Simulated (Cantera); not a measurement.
A closed system holds: 1 mol Cr, a varied amount of N₂O, 2.8 mol N₂, 11 mol NH₃, equilibrated at 0.293 Torr.

Equilibrium computed with Cantera from the NASA thermochemical tables; the gas is ideal and each condensed phase is pure. Candidate condensed phases: Cr, CrN, Cr₂N, Cr₂O₃, H₂O; 29 gas species. Kinetics and transport are ignored.

Stable condensed phases, one row left out:

```
T in °C \ n(N₂O) in mol
         0.16 0.41 0.67 0.92  1.2  1.4  1.7  1.9  2.2  2.5  2.7    3  3.2
   2550     A    A    A    A    A    A    A    A    A    A    A    A    A
   2450     A    A    A    A    A    A    A    A    A    A    A    A    A
   2350     A    A    A    A    A    A    A    A    A    A    A    A    A
   2250     A    A    A    A    A    A    A    A    A    A    A    A    A
   2150     A    A    A    A    A    A    A    A    A    A    A    A    A
   2050     A    A    A    A    A    A    A    A    A    A    A    A    A
   1950     A    A    A    A    A    A    A    A    A    A    A    A    A
   1850     A    A    A    A    A    A    A    A    A    A    A    A    A
   1650     A    A    A    A    A    A    A    B    B    B    B    B    B
   1550     A    A    B    B    B    B    B    B    B    B    B    B    B
   1450     B    B    B    B    B    B    B    B    B    B    B    B    B
```

A: gas only; B: Cr₂O₃.

Task: Give the row for 1750 °C.

Result: 0.16: gas only; 0.41: gas only; 0.67: gas only; 0.92: gas only; 1.2: gas only; 1.4: gas only; 1.7: gas only; 1.9: gas only; 2.2: gas only; 2.5: gas only; 2.7: gas only; 3: gas only; 3.2: gas only.
